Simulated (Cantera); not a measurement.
**CH3F + H2 (fluorocarbon and chlorocarbon gases)**

Charge: 1 mol CH3F, 0.77 mol H2, equilibrated at 3000 K and 0.600 bar.

Cantera equilibrium calculation (NASA polynomials, part measured and part estimated; ideal gas, pure solids and liquids). Candidate condensed phases: C, C6H6, C7H8, C8H18; 95 gas species. The numbers say what is thermodynamically allowed, not how fast it happens.

The x(H2) is 0.489 and the x(HF) is 0.334. The x(H) is 0.143 and the x(C2H2 (acetylene)) is 0.0304. The x(C2H) is 0.00152 and the x(C4H2) is 0.000790. The x(F) comes out as 0.000603, the x(C3) comes out as 0.000520 and the x(C2H2 (vinylidene)) is 9.59e-5. The n(C(graphite)) comes out as 0.792 mol. The gas amount is 2.988 mol.
